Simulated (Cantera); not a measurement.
**Gas-phase reforming**

An isothermal, constant-pressure homogeneous reactor starts with CH4 : H2O = 1 : 1 (molar parts), at 2125 K and 263 Torr.

Cantera simulation using GRI-Mech 3.0 (53 species, 325 reactions); the numbers are that mechanism's predictions, not measurements.

```
t (s)        x CH4     x H2O      x H2     x HO2     x CH3
--------  --------  --------  --------  --------  --------
1.00e-6      0.498     0.499  0.000955    <1e-12   0.00195
3.32e-6      0.491     0.498   0.00350  2.45e-12   0.00653
1.10e-5      0.465     0.493    0.0181  2.72e-11    0.0196
3.67e-5      0.302     0.447     0.159  1.78e-10    0.0309
0.000122     0.105     0.360     0.389  1.92e-10    0.0128
0.000405    0.0320     0.311     0.487  1.94e-10   0.00444
0.00135     0.0138     0.251     0.547  1.52e-10   0.00208
0.00447    0.00963     0.161     0.618  5.82e-11   0.00138
0.0149     0.00523    0.0774     0.684  1.30e-11  0.000723
0.0494     0.00209    0.0286     0.723  1.82e-12  0.000287
0.164     0.000694   0.00914     0.738    <1e-12   9.58e-5
0.545     0.000219   0.00278     0.743    <1e-12   3.02e-5
1.81       7.09e-5  0.000840     0.745    <1e-12   9.80e-6
6.02       2.57e-5  0.000256     0.745    <1e-12   3.55e-6
20.0       1.14e-5   8.42e-5     0.745    <1e-12   1.58e-6
```
x: mole fraction; the columns are a selection and need not sum to one.

Equilibrium at this temperature and pressure: CH4 7.09e-6, H2O 4.01e-5, H2 0.745, HO2 <1e-12, CH3 9.80e-7 (gas phase only).
